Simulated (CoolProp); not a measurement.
A single-stage vapour-compression cycle with R507A: evaporating at 211.15 K (dew point), condensing at 280.15 K (bubble point), superheat 0 K, subcooling 5 K, compressor efficiency 0.75, no pressure losses. Each further row changes one setting.

Computed with CoolProp (reference Helmholtz-energy equation of state, Lemmon 2003). It is a pseudo-pure fit of the blend.

```csv
case,cooling COP,pressure ratio,discharge temperature (K),refrigerating effect (kJ/kg),volumetric capacity (kJ/m³)
as stated,1.67,17.0,315.5,124,328
evaporating temperature 216.15 K,1.90,12.9,311.2,127,435
condensing temperature 275.15 K,1.87,14.6,309.4,131,346
subcooling 10 K,1.76,17.0,315.5,131,346
superheat 10 K,1.68,17.0,326.8,131,330
compressor efficiency 0.65,1.45,17.0,327.0,124,328
```
